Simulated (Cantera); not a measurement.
Input: 1 mol Si, 0.75 mol H2, held at 627 °C and 3.90 bar.

Equilibrium computed with Cantera from the NASA thermochemical tables; the gas is ideal and each condensed phase is pure. Candidate condensed phases: Si; 9 gas species. Equilibrium is a limit: real reactors are often held back by kinetics, nucleation or transport.

Base state: H2 1.000 (mole fractions); condensed: Si(s).

What changes in the equilibrium state with this change: Si replaced by SiCl4?


```csv
species,before,after
SiCl4,0,0.546
H2,1.000,0.403
HCl,0,0.0252
SiHCl3,0,0.0249
SiH2Cl2,0,0.000107
SiCl3,0,8.25e-5
"Si(s), mol",1.000,0
```
The tables' values for SiCl3 are old estimates; treat these amounts as uncertain.
